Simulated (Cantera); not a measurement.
A closed system holds: 1 mol CH₃Cl, 0.07 mol F₂, 0.37 mol HCl, equilibrated at 1573.15 K and 1.33 mbar.

Method: chemical equilibrium by Gibbs-energy minimisation in Cantera with the NASA 1993 tables (ideal gas, pure condensed phases). Candidate condensed phases: C, C₆H₆, C₇H₈, C₈H₁₈; 118 gas species. Kinetics and transport are ignored.

What is the equilibrium state?


- x(HCl) = 0.560
- x(H₂) = 0.381
- x(HF) = 0.0573
- x(Cl) = 0.000805
- x(H) = 0.000688
- x(C₂H₂ (acetylene)) = 7.88e-6
- n(C(graphite)) = 1.000 mol
- gas amount = 2.442 mol
